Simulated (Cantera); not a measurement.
Source: NASA polynomial tables (part measured, part estimated), evaluated in Cantera. Values are per mole of reaction as written; species without (g) are pure solids or liquids, kept so even where they would boil at 1 bar. ZrN: taken at fixed stoichiometry.

6 NH₃(g) + 2 ZrO₂ ⇌ 9 H₂(g) + 2 ZrN + 4 NO(g), with ΔH° = 2105.4 kJ and ΔS° = 840.4 J/K at 300 K.

**Question.** How far is the shortcut ΔG° ≈ ΔH°(300 K) − T·ΔS°(300 K) from the full temperature-dependent value at 2475, 2525, 2575, 2625, 2675, 2725, 2775, 2825, 2875 K?

**Answer.** 
```tsv
T (K)	shortcut (kJ)	full (kJ)	difference (kJ)	difference in log10 K	condensed phases
2475	25.4	-165.5	190.9	-4.03	ZrO₂(tetragonal), ZrN(s)
2525	-16.6	-212.1	195.5	-4.04	ZrO₂(tetragonal), ZrN(s)
2575	-58.6	-258.7	200.1	-4.06	ZrO₂(tetragonal), ZrN(s)
2625	-100.6	-305.3	204.6	-4.07	ZrO₂(s), ZrN(s)
2675	-142.7	-351.9	209.2	-4.09	ZrO₂(s), ZrN(s)
2725	-184.7	-398.5	213.8	-4.10	ZrO₂(s), ZrN(s)
2775	-226.7	-445.0	218.3	-4.11	ZrO₂(s), ZrN(s)
2825	-268.7	-491.6	222.9	-4.12	ZrO₂(s), ZrN(s)
2875	-310.7	-538.2	227.4	-4.13	ZrO₂(s), ZrN(s)
```
The shortcut ignores heat capacities and the phase changes listed.
